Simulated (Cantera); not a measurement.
## Gas-phase reforming

A perfectly stirred reactor is fed with CH4 : CO2 = 1 : 2.1 (molar parts), at 590000 Pa; it is held at 1750 K, and followed from long to short residence time.

Model: GRI-Mech 3.0 (53 species, 325 reactions), integrated in Cantera.

| τ (s) | x CH4 | x CO2 | x C2H4 | x H2O2 | x CO | x O |
|---|---|---|---|---|---|---|
| 0.48 | 0.0160 | 0.114 | 0.000693 | 3.23e-12 | 0.484 | 2.02e-10 |
| 0.22 | 0.0217 | 0.137 | 0.00105 | 4.26e-12 | 0.454 | 1.87e-10 |
| 0.11 | 0.0281 | 0.164 | 0.00137 | 5.50e-12 | 0.418 | 1.76e-10 |
| 0.050 | 0.0379 | 0.206 | 0.00172 | 7.02e-12 | 0.366 | 1.67e-10 |
| 0.023 | 0.0524 | 0.260 | 0.00212 | 7.80e-12 | 0.305 | 1.58e-10 |
| 0.011 | 0.0746 | 0.327 | 0.00273 | 6.82e-12 | 0.239 | 1.48e-10 |
| 0.0052 | 0.110 | 0.410 | 0.00374 | 4.30e-12 | 0.167 | 1.30e-10 |
| 0.0024 | 0.158 | 0.502 | 0.00517 | 1.93e-12 | 0.0965 | 1.06e-10 |
x: mole fraction; the columns are a selection and need not sum to one.
